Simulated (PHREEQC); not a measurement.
0.5 mol of Fluorite (CaF2) is brought to equilibrium with 1 kg of water holding 0.011 mol/kgw KCl, at 20 °C under several pressures of CO2. Oxygen is held at 0.21 atm. Only these solids could form: Fluorite, Calcite, Portlandite.

The numbers come from PHREEQC with the ion-association model, wateq4f.dat.

```json
[
 {"log pCO2 (atm)": "-5", "pH": "6.47", "dissolved Ca (mol/kgw)": "0.000219", "dissolved F (mol/kgw)": "0.000438"},
 {"log pCO2 (atm)": "-4.5", "pH": "6.23", "dissolved Ca (mol/kgw)": "0.000219", "dissolved F (mol/kgw)": "0.000438"},
 {"log pCO2 (atm)": "-4", "pH": "5.98", "dissolved Ca (mol/kgw)": "0.000219", "dissolved F (mol/kgw)": "0.000438"},
 {"log pCO2 (atm)": "-3.5", "pH": "5.73", "dissolved Ca (mol/kgw)": "0.000219", "dissolved F (mol/kgw)": "0.000438"},
 {"log pCO2 (atm)": "-3", "pH": "5.48", "dissolved Ca (mol/kgw)": "0.000220", "dissolved F (mol/kgw)": "0.000439"},
 {"log pCO2 (atm)": "-2.5", "pH": "5.23", "dissolved Ca (mol/kgw)": "0.000220", "dissolved F (mol/kgw)": "0.000440"},
 {"log pCO2 (atm)": "-2", "pH": "4.98", "dissolved Ca (mol/kgw)": "0.000221", "dissolved F (mol/kgw)": "0.000442"},
 {"log pCO2 (atm)": "-1.5", "pH": "4.73", "dissolved Ca (mol/kgw)": "0.000222", "dissolved F (mol/kgw)": "0.000445"},
 {"log pCO2 (atm)": "-1", "pH": "4.48", "dissolved Ca (mol/kgw)": "0.000225", "dissolved F (mol/kgw)": "0.000450"},
 {"log pCO2 (atm)": "-0.5", "pH": "4.23", "dissolved Ca (mol/kgw)": "0.000230", "dissolved F (mol/kgw)": "0.000459"},
 {"log pCO2 (atm)": "0", "pH": "3.98", "dissolved Ca (mol/kgw)": "0.000238", "dissolved F (mol/kgw)": "0.000476"}
]
```
